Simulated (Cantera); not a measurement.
Charge: 1 mol Si3N4, 0.028 mol CO2, 1.2 mol N2, held at 1573 K and 0.00430 bar.

These are equilibrium values from Cantera (NASA tables, ideal gas, pure condensed phases), not measurements of a reactor. Candidate condensed phases: C, Si, SiC, SiO2, Si2N2O, Si3N4; 34 gas species. Mutual solubility and eutectic melting of coexisting phases are not modelled. Equilibrium is a limit: real reactors are often held back by kinetics, nucleation or transport.

Q: What is the equilibrium state?

A: 
| Property | Result |
|---|---|
| x(N2) | 0.999 |
| x(CO) | 0.000878 |
| x(SiO) | 0.000383 |
| x(Si) | 1.58e-6 |
| n(SiC(s)) | 0.0269 mol |
| n(Si2N2O(s)) | 0.0544 mol |
| n(Si3N4(s)) | 0.955 mol |
| gas amount | 1.238 mol |
| log10 activity of Si(s) (absent) | -0.91 |
| log10 activity of C(graphite) (absent) | -1.11 |
